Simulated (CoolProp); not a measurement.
Computed with CoolProp (reference Helmholtz-energy equation of state, Fiedler 2023).

Give the vapour pressure (MPa), liquid density (kg/m³), enthalpy of vaporisation (kJ/kg) of saturated tetrahydrofuran at 304.1, 335.9, 383.7 K.


| T (K) | p (MPa) | liquid density (kg/m³) | enthalpy of vaporisation (kJ/kg) |
|---|---|---|---|
| 304.1 | 0.0279 | 875 | 442 |
| 335.9 | 0.0913 | 839 | 419 |
| 383.7 | 0.355 | 782 | 381 |
